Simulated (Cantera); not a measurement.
Si + O2 + N2 (thermal oxidation and active oxidation of silicon)

A closed system holds: 1 mol Si, 0.011 mol O2, 3 mol N2, at 0.000170 bar.

Equilibrium computed with Cantera from the NASA thermochemical tables; the gas is ideal and each condensed phase is pure. Candidate condensed phases: Si, SiO2, Si2N2O, Si3N4; 16 gas species. N2 is the only nitrogen source here; it is nearly inert below about 1500 K, so the nitride shown seldom forms there in practice. Mutual solubility and eutectic melting of coexisting phases are not modelled. The tables' values for SiN are old estimates; treat these amounts as uncertain. Kinetics and transport are ignored.

From 1000 K to 1525 K the condensed part is Si2N2O(s) + Si3N4(s). From 1600 K to 1675 K the condensed part is Si(s). From 1750 K to 1975 K the condensed part is Si(l).

```
T (K)  log p N2  log p Si  log p SiO  log p Si2  log p Si2N  log p SiN  log p Si3  log p N  n Si2N2O(s)  n Si3N4(s)  n Si(s)  n Si(l)
-----  --------  --------  ---------  ---------  ----------  ---------  ---------  -------  -----------  ----------  -------  -------
1000      -3.77      <-15       <-15       <-15        <-15       <-15       <-15     <-15       0.0220       0.319        0        0
1075      -3.77      <-15     -14.26       <-15        <-15       <-15       <-15     <-15       0.0220       0.319        0        0
1150      -3.77    -15.69     -12.41       <-15        <-15       <-15       <-15     <-15       0.0220       0.319        0        0
1225      -3.77    -13.76     -10.78       <-15        <-15     -14.91       <-15     <-15       0.0220       0.319        0        0
1300      -3.77    -12.05      -9.35       <-15      -15.04     -13.40       <-15     <-15       0.0220       0.319        0        0
1375      -3.77    -10.54      -8.08     -15.00      -13.10     -12.06       <-15     <-15       0.0219       0.319        0        0
1450      -3.77     -9.18      -6.94     -12.89      -11.37     -10.86     -14.35   -15.68       0.0204       0.319        0        0
1525      -3.77     -7.95      -5.92     -11.00       -9.81      -9.77     -11.94   -14.83      0.00517       0.324        0        0
1600      -3.77     -7.01      -5.91      -9.61       -8.74      -8.96     -10.27   -14.06            0           0    0.976        0
1675      -3.77     -6.36      -5.91      -8.77       -8.17      -8.43      -9.38   -13.36            0           0    0.970        0
1750      -3.78     -5.82      -5.91      -8.11       -7.77      -8.00      -8.72   -12.72            0           0        0    0.950
1825      -3.78     -5.34      -5.92      -7.53       -7.43      -7.62      -8.16   -12.14            0           0        0    0.892
1900      -3.81     -4.90      -5.94      -6.99       -7.12      -7.28      -7.64   -11.61            0           0        0    0.726
1975      -3.87     -4.49      -6.00      -6.50       -6.85      -6.98      -7.16   -11.14            0           0        0    0.239
```
log p: log10 of the partial pressure in bar; n: condensed amount in mol.
